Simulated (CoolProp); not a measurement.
Model: reference Helmholtz-energy equation of state, Lemmon 2006, in CoolProp. It is a short technical equation, of lower accuracy than the large ones.

Problem. Give the vapour pressure (MPa), vapour density (kg/m³), enthalpy of vaporisation (kJ/kg), liquid cp (kJ/(kg K)) of saturated nitrous oxide at 266.3, 274.9 K.

Solution. 
```json
[
 {"T (K)": "266.3", "p (MPa)": "2.61", "vapour density (kg/m³)": "69.5", "enthalpy of vaporisation (kJ/kg)": "249", "liquid cp (kJ/(kg K))": "2.15"},
 {"T (K)": "274.9", "p (MPa)": "3.26", "vapour density (kg/m³)": "89.7", "enthalpy of vaporisation (kJ/kg)": "228", "liquid cp (kJ/(kg K))": "2.31"}
]
```
